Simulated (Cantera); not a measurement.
## Silicon oxide and oxynitride deposition: HMDSO + CO2 + N2

Charge: 1 mol HMDSO, 0.2 mol CO2, 140 mol N2, equilibrated at 1.20 mbar.

These are equilibrium values from Cantera (NASA tables, ideal gas, pure condensed phases), not measurements of a reactor. Candidate condensed phases: C, C6H6, C7H8, C8H18, H2O, Si, SiC, SiO2, Si2N2O, Si3N4; 151 gas species. The feed counts by its element totals alone. N2 is the only nitrogen source here; it is nearly inert below about 1500 K, so the nitride shown seldom forms there in practice. Rates play no part.

From 998 K to 1298 K the condensed part is C(graphite) + Si2N2O(s). From 1398 K to 1598 K the condensed part is C(graphite) + SiC(s).

```
T (K)   x N2    x H2     x CO     x HCN       x H     x SiO    x HNC  n C(graphite)  n Si2N2O(s)  n SiC(s)
-----  -----  ------  -------  --------  --------  --------  -------  -------------  -----------  --------
998    0.937  0.0606  0.00270   1.20e-6   1.53e-8  7.03e-12  1.74e-9           5.80         1.00         0
1098   0.937  0.0606  0.00270   5.16e-6   1.76e-7  7.11e-10  1.46e-8           5.80         1.00         0
1198   0.937  0.0606  0.00270   1.74e-5   1.35e-6   3.28e-8  8.59e-8           5.80        1.000         0
1298   0.937  0.0606  0.00269   4.84e-5   7.62e-6   8.30e-7  3.83e-7           5.79        1.000         0
1398   0.931  0.0598  0.00930  0.000115   3.34e-5   1.15e-5  1.36e-6           2.79            0      2.00
1498   0.931  0.0597  0.00929  0.000246  0.000121   1.81e-5  4.12e-6           2.77            0      2.00
1598   0.930  0.0594  0.00928  0.000475  0.000374   2.67e-5  1.08e-5           2.73            0      2.00
```
x: gas mole fraction; n: condensed amount in mol.
